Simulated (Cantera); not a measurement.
Cantera run:

```python
import numpy as np
import cantera as ct

gas_names = """
    H HNO HNO2 HNO3 HO2 H2 H2O H2O2 N NH NH2 NH3 NH2OH NO NO2 NO3 N2 N2H2 N2H4 N2O O OH O2 O3 Si SiH
    SiH2 SiH3 SiH4 SiN SiO SiO2 Si2 Si2N Si3
""".split()
cond_names = """
    H2O(s) H2O(L) Si(cr) Si(L) SiO2(Lqz) SiO2(hqz) SiO2(L) Si2N2O(s) Si3N4(a)
""".split()


# ... load() reads the species with a 1 bar reference pressure and builds the phases ...
atoms = {
    'Si3N4': {'Si': 3, 'N': 4},
    'N2O': {'N': 2, 'O': 1},
    'H2': {'H': 2},
}
top_T = {'Si2N2O(s)': 2100, 'Si3N4(a)': 2400}  # K; cautious upper limits of use, not melting points


# ... equilibrate(T, P, feed) seeds the gas with the atoms and calls Mixture.equilibrate('TP', solver="vcs", rtol=1e-11, max_steps=5000) ...
results = []
feed = {'Si3N4': 1, 'N2O': 0.12, 'H2': 41}  # mol
P = 133.322  # Pa
for T in [1923, 1948, 1973, 1998, 2023, 2048, 2073, 2098, 2123]:
    mix = equilibrate(T, P, feed)
    results.append((T, P, feed, dict(zip(mix.species_names, mix.species_moles))))
    x = sorted(zip(gas.X, gas.species_names), reverse=True)
    print(f"T = {T:g} K  P = {P:g} Pa  gas = {mix.phase_moles(0):.4g} mol")
    print("   x: " + "  ".join(f"{s} {v:.3e}" for v, s in x if v > 0.0001))
    print("   condensed (mol): " + ("  ".join(f"{mix.phase(i).name} {mix.phase_moles(i):.4g}"
          for i in range(1, mix.n_phases) if mix.phase_moles(i) > 1e-12) or "none"))
```

Result:

```
T = 1923 K  P = 133.322 Pa  gas = 44.37 mol
   x: H2 9.116e-01  N2 4.775e-02  H 2.463e-02  Si 1.272e-02  SiO 2.705e-03  SiH 3.630e-04  Si2 1.087e-04
   condensed (mol): Si(L) 2.278
T = 1948 K  P = 133.322 Pa  gas = 44.7 mol
   x: H2 9.023e-01  N2 4.738e-02  H 2.940e-02  Si 1.742e-02  SiO 2.685e-03  SiH 4.646e-04  Si2 1.588e-04
   condensed (mol): Si(L) 2.052
T = 1973 K  P = 133.322 Pa  gas = 45.12 mol
   x: H2 8.908e-01  N2 4.692e-02  H 3.488e-02  Si 2.367e-02  SiO 2.659e-03  SiH 5.899e-04  Si2 2.297e-04
   condensed (mol): Si(L) 1.746
T = 1998 K  P = 133.322 Pa  gas = 45.68 mol
   x: H2 8.766e-01  N2 4.634e-02  H 4.113e-02  Si 3.190e-02  SiO 2.627e-03  SiH 7.433e-04  Si2 3.291e-04
   condensed (mol): Si(L) 1.334
T = 2023 K  P = 133.322 Pa  gas = 46.39 mol
   x: H2 8.591e-01  H 4.821e-02  N2 4.561e-02  Si 4.267e-02  SiO 2.587e-03  SiH 9.289e-04  Si2 4.673e-04  Si2N 1.055e-04  SiH2 1.038e-04
   condensed (mol): Si(L) 0.7817
T = 2048 K  P = 133.322 Pa  gas = 47.32 mol
   x: H2 8.377e-01  Si 5.668e-02  H 5.613e-02  N2 4.469e-02  SiO 2.536e-03  SiH 1.151e-03  Si2 6.577e-04  Si3 1.378e-04  Si2N 1.280e-04  SiH2 1.161e-04  SiN 1.018e-04
   condensed (mol): Si(L) 0.03911
T = 2073 K  P = 133.322 Pa  gas = 47.61 mol
   x: H2 8.278e-01  H 6.554e-02  Si 5.766e-02  N2 4.444e-02  SiO 2.521e-03  SiH 1.102e-03  Si2 5.460e-04  SiH2 1.012e-04
   condensed (mol): none
T = 2098 K  P = 133.322 Pa  gas = 47.88 mol
   x: H2 8.176e-01  H 7.620e-02  Si 5.775e-02  N2 4.420e-02  SiO 2.506e-03  SiH 1.039e-03  Si2 4.418e-04
   condensed (mol): none
T = 2123 K  P = 133.322 Pa  gas = 48.19 mol
   x: H2 8.061e-01  H 8.821e-02  Si 5.771e-02  N2 4.392e-02  SiO 2.490e-03  SiH 9.779e-04  Si2 3.575e-04
   condensed (mol): none
```

Method: chemical equilibrium by Gibbs-energy minimisation in Cantera with the NASA 1993 tables (ideal gas, pure condensed phases). The tables' values for SiN are old estimates; treat these amounts as uncertain. Gases not in the tables: Si2H6 and higher silanes.
